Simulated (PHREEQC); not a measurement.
Make-up at 25 °C: 0.0095 mol HF, 0.017 mol NH4HF2, 0.0052 mol H2SiF6 and 3.7e-05 mol H2SO4 per kg of water. Closed to the air; pH follows from the charge balance.

All values are PHREEQC results (ion-association model, phreeqc.dat), not measurements.

```yaml
pH: 2.53
ionic_strength: 0.0255 mol/kgw
total_alkalinity: -57.8 meq/kg
```

```csv
species,molality,activity,log γ
HF,0.0326,0.0328,0.003
NH4+,0.0170,0.0144,-0.072
F-,0.00876,0.00747,-0.069
SiF6-2,0.00520,0.00287,-0.258
H+,0.00332,0.00292,-0.055
HF2-,0.00109,0.000939,-0.066
```

No solid was allowed to form. SiF6-2 is the database's only silicon fluoride.
